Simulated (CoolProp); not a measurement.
Vapour-liquid equilibrium of CHF3 (R23) (1) + R125 (2) at -11.95 °C; x and y are mole fractions of (1).

Model: multi-fluid Helmholtz-energy mixture model, Penoncello 2003 and Lemmon 2005; pair parameters Bell 2016, in CoolProp.

| x | bubble pressure (bar) | y at the bubble point | dew pressure at overall composition x (bar) | liquid density (mol/L) |
|---|---|---|---|---|
| 0.05 | 5.061 | 0.139 | 4.694 | 11.62 |
| 0.15 | 6.215 | 0.352 | 5.110 | 12.00 |
| 0.25 | 7.427 | 0.505 | 5.605 | 12.40 |
| 0.35 | 8.684 | 0.620 | 6.204 | 12.81 |
| 0.45 | 9.977 | 0.709 | 6.944 | 13.24 |
| 0.55 | 11.30 | 0.781 | 7.876 | 13.69 |
| 0.65 | 12.66 | 0.841 | 9.083 | 14.16 |
| 0.75 | 14.06 | 0.892 | 10.69 | 14.65 |
| 0.85 | 15.51 | 0.938 | 12.89 | 15.16 |
| 0.95 | 17.02 | 0.980 | 15.92 | 15.70 |

No azeotrope shows between x = 0.05 and 0.95.

The pair parameters rest on a limited set of measurements; away from them the model extrapolates.
